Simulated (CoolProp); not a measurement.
Carbon monoxide along the isotherm -159.45 °C: fugacity coefficient from the reference equation and from simpler models built on Tc = -140.3 °C, pc = 3.498 MPa, ω = 0.050; each cubic takes its own stable root.

The numbers come from the reference Helmholtz-energy equation of state, Lemmon 2006 in CoolProp. It is a short technical equation, of lower accuracy than the large ones.

| p (MPa) | phase | reference |
|---|---|---|
| 1.75 | liquid | 0.6210 |
| 3.5 | liquid | 0.3369 |
| 5.25 | liquid | 0.2433 |
| 7 | liquid | 0.1974 |
| 8.75 | liquid | 0.1707 |
| 10.5 | liquid | 0.1535 |
| 12.2 | liquid | 0.1422 |
| 14 | liquid | 0.1338 |
| 15.7 | liquid | 0.1282 |
| 17.5 | liquid | 0.1240 |

How far does each simpler model (Redlich-Kwong, Soave-Redlich-Kwong) lie from the reference over these 10 states: mean and median of the absolute difference, and the worst?


- Redlich-Kwong: mean 2.8 %, median 3.0 %, worst +3.2 % at -159.45 °C and 15.7 MPa
- Soave-Redlich-Kwong: mean 1.6 %, median 1.7 %, worst +1.9 % at -159.45 °C and 15.7 MPa
